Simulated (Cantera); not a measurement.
# Thermodynamics of chlorosilane synthesis and conversion, feed SiCl4 + HCl + H2

Charge: 1 mol SiCl4, 0.86 mol HCl, 10 mol H2, held at 1.00 bar.

These are equilibrium values from Cantera (NASA tables, ideal gas, pure condensed phases), not measurements of a reactor. Candidate condensed phases: Si; 19 gas species. The tables' values for SiCl3 are old estimates; treat these amounts as uncertain. Rates play no part.

```
T (K)   x H2   x HCl  x SiCl4   x SiCl2  x SiHCl3   x SiCl3  x SiH2Cl2       x H
-----  -----  ------  -------  --------  --------  --------  ---------  --------
623    0.843  0.0726   0.0843    <1e-12   4.53e-5  3.47e-10    1.31e-9    <1e-12
698    0.843  0.0727   0.0841    <1e-12  0.000193   1.37e-8    2.89e-8    <1e-12
773    0.843  0.0731   0.0837  1.18e-10  0.000607   2.61e-7    3.38e-7    <1e-12
848    0.842  0.0740   0.0828   7.20e-9   0.00153   2.87e-6    2.47e-6  1.75e-11
923    0.840  0.0758   0.0811   2.14e-7   0.00320   2.08e-5    1.24e-5  2.24e-10
998    0.837  0.0785   0.0784   3.61e-6   0.00579  0.000107    4.61e-5   1.97e-9
1073   0.833  0.0825   0.0745   3.81e-5   0.00922  0.000421   0.000133   1.28e-8
1148   0.828  0.0880   0.0693  0.000272    0.0131   0.00131   0.000309   6.52e-8
1223   0.820  0.0959   0.0624   0.00137    0.0165   0.00327   0.000579   2.72e-7
1298   0.808   0.108   0.0533   0.00485    0.0180   0.00658   0.000858   9.63e-7
1373   0.792   0.125   0.0421    0.0123    0.0168    0.0106   0.000995   2.96e-6
1448   0.772   0.147   0.0299    0.0235    0.0135    0.0138   0.000938   8.10e-6
1523   0.751   0.168   0.0189    0.0363   0.00948    0.0152   0.000765   2.00e-5
```
x: gas mole fraction; nothing condenses.

From 623 K to 1523 K nothing is condensed. The main Si-bearing gas is SiCl4 at 623 K and SiCl2 at 1523 K.
